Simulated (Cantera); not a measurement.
B2O3 + HCl (oxide etching and cleaning by halides)

Input: 1 mol B2O3, 31 mol HCl, at 1223 K and 5.90 mbar.

Equilibrium computed with Cantera from the NASA thermochemical tables; the gas is ideal and each condensed phase is pure. Candidate condensed phases: B, B2O3, B3O3H3, H2O; 33 gas species. The tables' values for BOCl are old estimates; treat these amounts as uncertain. Kinetics and transport are ignored.

```yaml
x(HCl): 0.999
x(H2O): 0.000350
x(HBO2): 0.000279
x(Cl): 0.000275
x(BCl3): 0.000229
x(H2): 0.000150
x(BOCl): 9.90e-5
x(B3O3Cl3): 6.50e-5
x(Cl2): 1.25e-5
n(B2O3(l)): 0.987 mol
gas_amount: 31.01 mol
log10 activity of B(s) (absent): -9.74
log10 activity of B3O3H3(s) (absent): -24.86
```
